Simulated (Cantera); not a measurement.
Charge: 1 mol Fe(CO)5, 0.13 mol CO, 6.3 mol H2, held at 130000 Pa.

Points: T (K) = 1098, 1148, 1198, 1248, 1298, 1348, 1398, 1448, 1498, 1548.

Cantera's Mixture.equilibrate('TP', solver="vcs", rtol=1e-11, max_steps=5000) on the NASA tables stopped like this:

```
ERROR: FAILURE its = 5001!

*******************************************************************************
CanteraError thrown by MultiPhase::equilibrate:
VCS solver failed. Return code: -1
*******************************************************************************
```

Q: What got this run through?

A: This is not unique; one that fits is The failure is numerical, not chemical. The same input converged with solver="gibbs", rtol=1e-10, max_steps=50000, and the result passed a check of the equilibrium conditions:
```
log10 of partial pressures in bar; condensed amounts in mol
       T/K        H2        CO       H2O       CO2       CH4         H C2H2,acet     C(gr)     Fe(a)     Fe(c)
      1098    -0.161    -0.274    -1.471    -1.587    -1.759    -7.687    -8.056    0.3507         1         0
      1148    -0.156    -0.253    -1.727    -1.896    -1.935    -7.223    -7.586    0.1689         1         0
      1198    -0.153    -0.243    -1.972    -2.198    -2.100    -6.797    -7.157   0.07828         0         1
      1248    -0.150    -0.239    -2.202    -2.482    -2.253    -6.406    -6.764    0.0347         0         1
      1298    -0.149    -0.236    -2.417    -2.749    -2.396    -6.044    -6.402   0.01393         0         1
      1348    -0.148    -0.235    -2.617    -2.996    -2.529    -5.710    -6.068  0.004079         0         1
      1398    -0.147    -0.235    -2.797    -3.220    -2.659    -5.398    -5.769         0         0         1
      1448    -0.146    -0.234    -2.936    -3.399    -2.810    -5.109    -5.551         0         0         1
      1498    -0.146    -0.234    -3.066    -3.566    -2.951    -4.838    -5.347         0         0         1
      1548    -0.146    -0.234    -3.186    -3.720    -3.083    -4.584    -5.158         0         0         1
```

The gas is ideal and each condensed phase is pure. Condensed phases not in the tables: cementite and carbon dissolved in iron.
